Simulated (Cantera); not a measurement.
## Diamond growth

A diamond (100) surface in a fixed gas of H2 with x(CH4) = 0.022, x(H) = 0.0019, x(CH3) = 0.00051, 0.0612 atm; coverages are run to steady state.

Detailed kinetics in Cantera: the Harris–Goodwin 1993 mechanism for the reconstructed diamond (100) surface.

| T (K) | growth (µm/h) | θ c6HH | θ c6H* | θ c6*H | θ c6** | θ c6HM |
|---|---|---|---|---|---|---|
| 925 | 8.85 | 0.537 | 0.00976 | 0.251 | 0.00402 | 0.156 |
| 1000 | 12.7 | 0.509 | 0.0154 | 0.316 | 0.00748 | 0.111 |
| 1075 | 13.7 | 0.487 | 0.0228 | 0.383 | 0.0127 | 0.0640 |
| 1150 | 9.24 | 0.465 | 0.0314 | 0.445 | 0.0195 | 0.0233 |
| 1225 | 5.36 | 0.433 | 0.0399 | 0.487 | 0.0270 | 0.00585 |
| 1300 | 4.31 | 0.402 | 0.0478 | 0.511 | 0.0342 | 0.00134 |
| 1375 | 3.91 | 0.377 | 0.0552 | 0.524 | 0.0411 | 0.000311 |
θ: site fractions in the mechanism's names (c6HH fully hydrogenated, c6H* and c6*H radical sites, c6** diradical, c6HM methylated).
